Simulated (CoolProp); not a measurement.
The fluid at 293.15 K and 0.334 MPa expands adiabatically to 0.0651 MPa with isentropic efficiency 0.9. The same conditions are run with several fluids, on thermodynamics alone (safety and materials aside).

Computed with CoolProp (reference Helmholtz-energy equation of state of each fluid (C2F6 (R116): Lemmon 2006; propylene: Lemmon 2013; R125: Lemmon 2005; hydrogen sulfide: Lemmon 2006; C3F8 (R218): Lemmon 2006)).

```csv
fluid,work (kJ/kg),final temperature (K),final phase,final density (kg/m³)
C2F6 (R116),23.7,___,gas,4.23
propylene,___,236.6,gas,___
R125,26.7,253.6,gas,___
hydrogen sulfide,84.7,204.5,"two-phase, vapour fraction 0.999",1.33
C3F8 (R218),___,___,gas,5.64
```

Task: What belongs in the gaps?

Result: 
- C2F6 (R116), final temperature (K): 258.6
- propylene, work (kJ/kg): 73.3
- propylene, final density (kg/m³): 1.42
- R125, final density (kg/m³): 3.77
- C3F8 (R218), work (kJ/kg): 17.3
- C3F8 (R218), final temperature (K): 266.6
